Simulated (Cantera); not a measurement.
A freely propagating, adiabatic, planar premixed flame of H2 : O2 : N2 = 1 : 0.278 : 1.04 (molar parts), equivalence ratio 1.8, unburnt at 300 K and 42000 Pa; mixture-averaged transport, grid criteria slope 0.08 and curve 0.16, no radiation.

Detailed kinetics in Cantera: the H2/O2 subset of GRI-Mech 3.0, which has no nitrogen chemistry. Burning velocities carry a grid error of a few per cent, more on coarse grids.

Question: How do the results move with these cheaper or finer settings: unity-Lewis-number transport; multicomponent transport; multicomponent+Soret transport; grid criteria slope 0.5, curve 1; grid criteria slope 0.25, curve 0.5; grid criteria slope 0.03, curve 0.06?

Answer: 
```
setting                               laminar burning velocity  thermal thickness  peak x(H2O2)  peak x(OH)  grid points
------------------------------------  ------------------------  -----------------  ------------  ----------  -----------
as above                                              291 cm/s            1.02 mm       9.34e-5     0.00462          131
unity-Lewis-number transport                          171 cm/s           0.963 mm       2.35e-5     0.00465          117
multicomponent transport                              284 cm/s            1.03 mm       9.20e-5     0.00460          131
multicomponent+Soret transport                        271 cm/s           0.991 mm       9.41e-5     0.00469          131
grid criteria slope 0.5, curve 1                      297 cm/s            1.31 mm       6.56e-5     0.00569           47
grid criteria slope 0.25, curve 0.5                   298 cm/s            1.14 mm       7.82e-5     0.00507           68
grid criteria slope 0.03, curve 0.06                  290 cm/s           0.999 mm       9.65e-5     0.00456          303
```
Unity Lewis numbers drop preferential diffusion, which matters most where H2 and H carry the flame; Soret adds thermal diffusion.
